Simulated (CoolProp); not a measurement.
Properties of benzene along the isobar 4.3 MPa (Tc = 562.0 K, pc = 4.906 MPa, ω = 0.211).

Computed with CoolProp (reference Helmholtz-energy equation of state, Thol 2012).

| T (K) | phase | Z | cv (kJ/(kg K)) | expansivity (1/kK) |
|---|---|---|---|---|
| 531.9 | liquid | 0.1377 | 1.891 | 5.459 |
| 541.7 | liquid | 0.1442 | 1.928 | 8.122 |
| 561.3 | gas | 0.5554 | 2.006 | 13.90 |
| 571 | gas | 0.6092 | 2.004 | 9.404 |
| 580.8 | gas | 0.6493 | 2.010 | 7.303 |
| 590.6 | gas | 0.6815 | 2.019 | 6.062 |
| 600.4 | gas | 0.7083 | 2.031 | 5.230 |
| 610.2 | gas | 0.7313 | 2.044 | 4.630 |
| 620 | gas | 0.7514 | 2.058 | 4.173 |
